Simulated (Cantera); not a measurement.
Source: NASA polynomial tables (part measured, part estimated), evaluated in Cantera. Values are per mole of reaction as written; species without (g) are pure solids or liquids, kept so even where they would boil at 1 bar.

N2(g) + 2 Cr2O3 = 2 Cr2N + 6 O(g), with ΔH° = 3514.1 kJ and ΔS° = 744.9 J/K at 300 K.

How far is the shortcut ΔG° ≈ ΔH°(300 K) − T·ΔS°(300 K) from the full temperature-dependent value at 975, 1075, 1175, 1275, 1375, 1475, 1575, 1675, 1775 K?


```csv
T (K),shortcut (kJ),full (kJ),difference (kJ),difference in log10 K
975,2787.8,2781.6,6.3,-0.34
1075,2713.3,2705.2,8.1,-0.39
1175,2638.8,2628.7,10.1,-0.45
1275,2564.4,2552.0,12.3,-0.51
1375,2489.9,2475.1,14.8,-0.56
1475,2415.4,2397.9,17.5,-0.62
1575,2340.9,2320.5,20.4,-0.68
1675,2266.4,2242.9,23.5,-0.73
1775,2191.9,2165.1,26.8,-0.79
```
The shortcut ignores the heat-capacity change of the reaction.
